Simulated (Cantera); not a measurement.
# N2O furnace oxynitridation

A perfectly stirred reactor is fed with 28.6 % N2O, 71.4 % N2, at 1.01 bar; it is held at 1250 K, and followed from long to short residence time.

Model: GRI-Mech 3.0 (53 species, 325 reactions), integrated in Cantera. GRI-Mech 3.0 was tuned for natural gas; its chemistry of N2O as a main component is partial and can be far from experiment. The mechanism lacks the step 2 NO + O2 → 2 NO2, which can matter for NO2 below about 1400 K. The temperature is held fixed by assumption; the heat of reaction is taken as removed at once.

```tsv
τ (s)	x N2O	x N2	x NO	x NO2	x O	x O2
1.3	0.104	0.809	0.0152	0.000155	2.24e-6	0.0720
0.72	0.141	0.789	0.0132	0.000134	2.60e-6	0.0568
0.39	0.180	0.769	0.0103	0.000104	2.93e-6	0.0411
0.21	0.215	0.751	0.00722	7.17e-5	3.19e-6	0.0273
0.11	0.243	0.736	0.00453	4.37e-5	3.38e-6	0.0165
0.060	0.260	0.727	0.00274	2.52e-5	3.49e-6	0.00980
0.033	0.271	0.722	0.00160	1.37e-5	3.55e-6	0.00566
0.018	0.277	0.719	0.000902	6.78e-6	3.59e-6	0.00317
0.0094	0.281	0.717	0.000481	2.91e-6	3.61e-6	0.00168
0.0051	0.283	0.716	0.000264	1.18e-6	3.62e-6	0.000920
```
x: mole fraction; the columns are a selection and need not sum to one.
